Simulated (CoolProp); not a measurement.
Water along the isobar 6.8 MPa: density (kg/m³) from the reference equation and from simpler models built on Tc = 647.1 K, pc = 22.06 MPa, ω = 0.344; each cubic takes its own stable root.

Values from CoolProp's reference Helmholtz-energy equation of state, Wagner 2002.

```tsv
T (K)	phase	reference	Redlich-Kwong	Peng-Robinson
344.4	liquid	980.0	706.1	821.6
355.9	liquid	973.1	697.8	814.0
367.4	liquid	965.5	689.1	806.0
378.8	liquid	957.4	680.3	797.8
390.3	liquid	948.6	671.1	789.0
401.8	liquid	939.3	661.6	779.9
413.2	liquid	929.5	651.8	770.4
424.7	liquid	919.1	641.6	760.3
436.2	liquid	908.1	630.9	749.8
447.6	liquid	896.6	620.0	738.7
459.1	liquid	884.4	608.4	726.9
470.6	liquid	871.5	596.4	714.5
482.1	liquid	857.9	583.7	701.3
493.5	liquid	843.7	570.6	687.3
```
